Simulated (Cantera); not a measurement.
Feed: 1 mol CuO, 0.4 mol CH₄, 1.4 mol N₂, 0.1 mol H₂O, held at 3.50 bar.

Equilibrium computed with Cantera from the NASA thermochemical tables; the gas is ideal and each condensed phase is pure. Candidate condensed phases: C, C₆H₆, C₇H₈, C₈H₁₈, Cu, CuO, Cu(OH)₂, Cu₂O, H₂O; 139 gas species. Rates play no part.

**Question.** Which condensed phases are stable at each of these points (T (K)): 1348, 1398, 1448, 1498, 1548, 1598, 1648, 1698?

**Answer.** 
```
T (K)  condensed phases  Cu condensed (%)
-----  ----------------  ----------------
1348              Cu(s)             100.0
1398              Cu(l)             100.0
1448              Cu(l)             100.0
1498              Cu(l)             100.0
1548              Cu(l)             100.0
1598              Cu(l)             100.0
1648              Cu(l)             100.0
1698              Cu(l)             100.0
```

At 1348 K the condensed part is Cu(s). From 1398 K to 1698 K the condensed part is Cu(l).
